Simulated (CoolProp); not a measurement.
Vapour-liquid equilibrium of ethanol (1) + dimethyl carbonate (2) at 336.4 K; x and y are mole fractions of (1).

The numbers come from the multi-fluid Helmholtz-energy mixture model, Schroeder 2014 and Zhou 2011; pair parameters Bell 2016 in CoolProp.

Give the bubble pressure and the first vapour's composition at x = 0.2, 0.5, 0.65. Is there an azeotrope?

x = 0.2: 56.36 kPa, y = 0.409; x = 0.5: 63.90 kPa, y = 0.586; x = 0.65: 64.53 kPa, y = 0.644. y crosses x between x = 0.5 and 0.65: the model has an azeotrope there.

The pair parameters rest on a limited set of measurements; away from them the model extrapolates.
